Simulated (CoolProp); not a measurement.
Vapour-liquid equilibrium of R143a (1) + isobutane (2) at 204.6 K; x and y are mole fractions of (1).

Values from CoolProp's multi-fluid Helmholtz-energy mixture model, Lemmon and Jacobsen 2000 and Bücker 2006; pair parameters Bell 2016.

```csv
x,"bubble pressure, mixture model (MPa)","bubble pressure, Raoult's law (MPa)","y, mixture model","y, Raoult's law"
0.05,0.01438,0.006650,0.646,0.245
0.125,0.02262,0.008701,0.786,0.469
0.2,0.02691,0.01075,0.827,0.607
0.275,0.02902,0.01280,0.844,0.701
0.35,0.02999,0.01486,0.851,0.769
0.425,0.03039,0.01691,0.855,0.820
0.5,0.03059,0.01896,0.857,0.861
0.575,0.03076,0.02101,0.859,0.893
0.65,0.03101,0.02306,0.863,0.920
0.725,0.03138,0.02511,0.871,0.942
0.8,0.03185,0.02717,0.885,0.961
0.875,0.03235,0.02922,0.910,0.977
0.95,0.03268,0.03127,0.953,0.992
```

The largest gap from Raoult's law is +160.0 % in bubble pressure, at x = 0.125. No azeotrope shows between x = 0.05 and 0.95.

Pair parameters are fitted to limited data, so mixtures are less certain than the pure fluids. With so large a gap from Raoult's law the liquid may split in two, which this calculation doesn't test in full.
